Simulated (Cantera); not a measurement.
**Oxide etching and cleaning by halides: SiO2 + HF + H2**

A closed system holds: 1 mol SiO2, 1.8 mol HF, 1.5 mol H2, equilibrated at 4.10 mbar.

These are equilibrium values from Cantera (NASA tables, ideal gas, pure condensed phases), not measurements of a reactor. Candidate condensed phases: H2O, Si, SiO2; 38 gas species. The tables' values for SiF3 are old estimates; treat these amounts as uncertain. The tables hold silica as quartz up to 1696 K and as liquid above; real silica turns to tridymite and cristobalite and melts near 1996 K. Equilibrium is a limit: real reactors are often held back by kinetics, nucleation or transport.

```csv
T (K),x H2,x HF,x H2O,x SiF4,x H,n SiO2(α-quartz),n SiO2(β-quartz)
798,0.492,0.260,0.165,0.0825,2.92e-11,0.748,0
848,0.487,0.297,0.144,0.0719,2.07e-10,0,0.779
898,0.483,0.330,0.125,0.0623,1.19e-9,0,0.806
948,0.479,0.359,0.108,0.0541,5.67e-9,0,0.831
998,0.476,0.383,0.0939,0.0470,2.32e-8,0,0.852
1048,0.473,0.404,0.0819,0.0410,8.30e-8,0,0.870
1098,0.471,0.421,0.0718,0.0359,2.65e-7,0,0.886
1148,0.469,0.436,0.0632,0.0316,7.66e-7,0,0.899
1198,0.467,0.449,0.0560,0.0280,2.03e-6,0,0.910
1248,0.466,0.459,0.0499,0.0250,4.98e-6,0,0.920
1298,0.465,0.468,0.0448,0.0224,1.14e-5,0,0.928
1348,0.464,0.476,0.0404,0.0202,2.46e-5,0,0.935
1398,0.463,0.482,0.0366,0.0183,5.03e-5,0,0.941
1448,0.462,0.488,0.0334,0.0166,9.78e-5,0,0.946
```
x: gas mole fraction; n: condensed amount in mol.

At 798 K the condensed part is SiO2(α-quartz). From 848 K to 1448 K the condensed part is SiO2(β-quartz). The main Si-bearing gas is SiF4 throughout. The share of Si in condensed phases is highest at 1448 K (94.6 %) and lowest at 798 K (74.8 %).
